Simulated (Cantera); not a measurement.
Source: NASA polynomial tables (part measured, part estimated), evaluated in Cantera. Values are per mole of reaction as written; species without (g) are pure solids or liquids, kept so even where they would boil at 1 bar.

9 C2H4(g) + 4 Ti2O3 → 8 Ti + 12 CH3(g) + 6 CO2(g)

| T (K) | ΔH° (kJ) | ΔS° (J/K) | ΔG° (kJ) | log10 K | condensed phases |
|---|---|---|---|---|---|
| 1148 | [?] | [?] | [?] | [?] | Ti2O3(s), Ti(α) |
| 1173 | 4965.1 | 1508.0 | 3196.2 | -142.32 | Ti2O3(s), Ti(β) |
| 1198 | 4960.5 | 1504.2 | 3158.5 | -137.71 | Ti2O3(s), Ti(β) |
| 1223 | 4955.9 | 1500.4 | 3120.9 | -133.29 | Ti2O3(s), Ti(β) |
| 1248 | 4951.4 | 1496.7 | 3083.5 | -129.06 | Ti2O3(s), Ti(β) |
| 1273 | [?] | [?] | [?] | [?] | Ti2O3(s), Ti(β) |
| 1298 | 4942.5 | 1489.7 | 3008.8 | -121.08 | Ti2O3(s), Ti(β) |
| 1323 | 4938.1 | 1486.4 | 2971.6 | -117.32 | Ti2O3(s), Ti(β) |
| 1348 | 4933.7 | 1483.1 | 2934.5 | -113.71 | Ti2O3(s), Ti(β) |

Question: What belongs in the gaps?

Answer: 
- 1148, ΔH° (kJ): 4938.2
- 1148, ΔS° (J/K): 1484.8
- 1148, ΔG° (kJ): 3233.7
- 1148, log10 K: -147.13
- 1273, ΔH° (kJ): 4946.9
- 1273, ΔS° (J/K): 1493.2
- 1273, ΔG° (kJ): 3046.1
- 1273, log10 K: -124.99
